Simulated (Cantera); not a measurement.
An adiabatic, constant-pressure homogeneous reactor starts with H2 : O2 : N2 = 1 : 1.16 : 4.37 (molar parts), equivalence ratio 0.43, at 1400 K and 300000 Pa. Integrator tolerance rtol = 1e-08.

Computed with Cantera and the H2/O2 subset of GRI-Mech 3.0, which has no nitrogen chemistry. The hydrogen kinetics of GRI-Mech 3.0 are dated; newer H2 mechanisms differ, most at raised pressure.

Q: What does this change do: pressure from 300000 Pa to 650000 Pa?

A: 
| quantity | before | after |
|---|---|---|
| time of steepest temperature rise | 7.10 µs | 3.60 µs |
| temperature at 0.600 s | 2418 K | 2429 K |
| equilibrium temperature | 2418 K | 2429 K |
| x(H2) at 0.600 s | 0.00112 (gas-phase equilibrium 0.00112) | 0.000810 (gas-phase equilibrium 0.000810) |
| x(O2) at 0.600 s | 0.107 (gas-phase equilibrium 0.107) | 0.107 (gas-phase equilibrium 0.107) |
| x(H2O) at 0.600 s | 0.159 (gas-phase equilibrium 0.159) | 0.161 (gas-phase equilibrium 0.161) |
| x(H2O2) at 0.600 s | 5.29e-7 (gas-phase equilibrium 5.29e-7) | 8.07e-7 (gas-phase equilibrium 8.07e-7) |
| x(HO2) at 0.600 s | 1.14e-5 (gas-phase equilibrium 1.14e-5) | 1.44e-5 (gas-phase equilibrium 1.44e-5) |
| x(OH) at 0.600 s | 0.00899 (gas-phase equilibrium 0.00899) | 0.00774 (gas-phase equilibrium 0.00774) |

Q: What does this change do: initial temperature 1400 to 1650 K?

A: 
| quantity | before | after |
|---|---|---|
| time of steepest temperature rise | 7.10 µs | 3.25 µs |
| temperature at 0.600 s | 2418 K | 2596 K |
| equilibrium temperature | 2418 K | 2596 K |
| x(H2) at 0.600 s | 0.00112 (gas-phase equilibrium 0.00112) | 0.00257 (gas-phase equilibrium 0.00257) |
| x(O2) at 0.600 s | 0.107 (gas-phase equilibrium 0.107) | 0.104 (gas-phase equilibrium 0.104) |
| x(H2O) at 0.600 s | 0.159 (gas-phase equilibrium 0.159) | 0.154 (gas-phase equilibrium 0.154) |
| x(H2O2) at 0.600 s | 5.29e-7 (gas-phase equilibrium 5.29e-7) | 7.38e-7 (gas-phase equilibrium 7.38e-7) |
| x(HO2) at 0.600 s | 1.14e-5 (gas-phase equilibrium 1.14e-5) | 1.75e-5 (gas-phase equilibrium 1.75e-5) |
| x(OH) at 0.600 s | 0.00899 (gas-phase equilibrium 0.00899) | 0.0153 (gas-phase equilibrium 0.0153) |
